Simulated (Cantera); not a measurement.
Equilibrium for silicon etching in halogen gases: Si + F₂ + H₂

A closed system holds: 1 mol Si, 5.8 mol F₂, 1.3 mol H₂, held at 1450 K and 21.0 mbar.

These are equilibrium values from Cantera (NASA tables, ideal gas, pure condensed phases), not measurements of a reactor. Candidate condensed phases: Si; 25 gas species. The numbers say what is thermodynamically allowed, not how fast it happens.

The x(F) is 0.579 and the x(HF) comes out as 0.303. The x(SiF₄) is 0.116, the x(F₂) comes out as 0.00150 and the gas amount is 8.587 mol. The log10 activity of Si(s) (absent) comes out as -44.28.
